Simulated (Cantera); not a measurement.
Feed: 1 mol HMDSO, 3.1 mol N₂O, 130 mol N₂, at 56.3 Torr.

These are equilibrium values from Cantera (NASA tables, ideal gas, pure condensed phases), not measurements of a reactor. Candidate condensed phases: C, C₆H₆, C₇H₈, C₈H₁₈, H₂O, Si, SiC, SiO₂, Si₂N₂O, Si₃N₄; 151 gas species. The feed counts by its element totals alone. Mutual solubility and eutectic melting of coexisting phases are not modelled. The numbers say what is thermodynamically allowed, not how fast it happens.

Question: Which condensed phases are stable at each of these points (T (°C)): 752, 852, 952, 1052, 1152, 1252, 1352, 1452, 1552, 1652, 1752?

Answer: 
```tsv
T (°C)	condensed phases	Si condensed (%)
752	C(graphite) + SiO₂(β-quartz) + Si₂N₂O(s)	100.0
852	C(graphite) + Si₂N₂O(s)	100.0
952	C(graphite) + Si₂N₂O(s)	100.0
1052	C(graphite) + Si₂N₂O(s)	100.0
1152	C(graphite) + Si₂N₂O(s)	100.0
1252	C(graphite) + Si₂N₂O(s)	99.9
1352	SiC(s) + Si₂N₂O(s)	99.3
1452	SiC(s)	95.8
1552	SiC(s)	94.6
1652	SiC(s)	92.8
1752	SiC(s)	90.1
```

At 752 °C the condensed part is C(graphite) + SiO₂(β-quartz) + Si₂N₂O(s). From 852 °C to 1252 °C the condensed part is C(graphite) + Si₂N₂O(s). At 1352 °C the condensed part is SiC(s) + Si₂N₂O(s). From 1452 °C to 1752 °C the condensed part is SiC(s).
